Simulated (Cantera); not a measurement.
Feed: 1 mol SiH₄, 0.22 mol Cl₂, 190 mol H₂, held at 0.133 bar.

These are equilibrium values from Cantera (NASA tables, ideal gas, pure condensed phases), not measurements of a reactor. Candidate condensed phases: Si; 19 gas species. Rates play no part. All values below are at 1077 °C.

Base state: H₂ 0.998, HCl 0.00226, SiCl₂ 1.44e-5 (mole fractions); condensed: Si(s).

**Question.** What changes in the equilibrium state with this change: Cl₂ from 0.22 to 0.0041 mol?

**Answer.** 
```tsv
species	before	after
H₂	0.998	1.000
HCl	0.00226	4.27e-5
SiCl₂	1.44e-5	5.12e-9
Si(s), mol	0.997	1.000
```
